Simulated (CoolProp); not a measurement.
A Linde-Hampson liquefier for ethylene: isothermal reversible compression at 290 K from 1 atm to 10 MPa, throttling to 1 atm, return gas leaving the recuperator 10 K below the feed. Each further row changes one setting.

The numbers come from the reference Helmholtz-energy equation of state, Smukala 2000 in CoolProp.

```json
[
 {"case": "as stated", "liquid yield per pass": "0.469", "compression work (kJ/kg of gas)": "325"},
 {"case": "high pressure 20 MPa", "liquid yield per pass": "0.496", "compression work (kJ/kg of gas)": "350"},
 {"case": "warm-end temperature 320 K", "liquid yield per pass": "0.304", "compression work (kJ/kg of gas)": "386"},
 {"case": "warm-end gap 15 K", "liquid yield per pass": "0.463", "compression work (kJ/kg of gas)": "325"}
]
```
